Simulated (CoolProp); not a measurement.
Computed with CoolProp (reference Helmholtz-energy equation of state, Lemmon 2005). It is a short technical equation, of lower accuracy than the large ones.

**Question.** Give the vapour pressure (bar), liquid density (kg/m³), enthalpy of vaporisation (kJ/kg), surface tension (mN/m) of saturated 1-butene at 255.4, 348.9 K.

**Answer.** 
```tsv
T (K)	p (bar)	liquid density (kg/m³)	enthalpy of vaporisation (kJ/kg)	surface tension (mN/m)
255.4	0.634	639	403	17.5
348.9	10.9	517	294	6.09
```

Surface tension comes from a separate correlation (Mulero 2012).
